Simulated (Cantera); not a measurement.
# Premixed flame

A freely propagating, adiabatic, planar premixed flame of 13.0 % CH3OH, 13.9 % O2, 52.3 % N2, 20.8 % CO2, unburnt at 600 K and 1000000 Pa; mixture-averaged transport, grid criteria slope 0.08 and curve 0.16, no radiation.

Detailed kinetics in Cantera: GRI-Mech 3.0 (53 species, 325 reactions). GRI-Mech 3.0 was tuned for natural gas; its chemistry of methanol as a main component is partial and can be far from experiment. Burning velocities carry a grid error of a few per cent, more on coarse grids.

```csv
z (mm),T (K),u (m/s),x CH3OH,x O2,x CO2,x NO,x N2O,x H2O
-0.251,601,0.265,0.129,0.138,0.207,<1e-8,<1e-8,0.000567
-0.167,609,0.271,0.128,0.136,0.206,<1e-8,<1e-8,0.00377
-0.125,634,0.284,0.125,0.133,0.204,<1e-8,<1e-8,0.0113
-0.0835,734,0.334,0.115,0.120,0.201,<1e-8,<1e-8,0.0346
-0.0418,1036,0.487,0.0782,0.0864,0.200,8.28e-8,3.32e-8,0.0910
-0.0209,1301,0.628,0.0410,0.0564,0.203,3.28e-7,6.33e-8,0.135
0,1591,0.785,0.00401,0.0241,0.210,9.92e-7,1.02e-7,0.179
0.0209,1728,0.855,8.08e-6,0.00807,0.216,1.50e-6,1.05e-7,0.201
0.0418,1781,0.880,1.68e-7,0.00268,0.219,1.82e-6,7.81e-8,0.208
0.0835,1817,0.896,1.15e-8,0.000508,0.221,2.07e-6,4.23e-8,0.211
0.167,1834,0.904,<1e-8,7.84e-5,0.221,2.18e-6,1.84e-8,0.212
0.334,1840,0.907,<1e-8,1.25e-5,0.221,2.20e-6,<1e-8,0.213
0.668,1842,0.908,<1e-8,1.98e-6,0.221,2.18e-6,<1e-8,0.213
```
x: mole fraction of selected species; z is measured from the peak of heat release.

| Item | Result |
|---|---|
| laminar burning velocity | 26.4 cm/s |
| thermal thickness | 0.0835 mm |
| grid points | 142 |
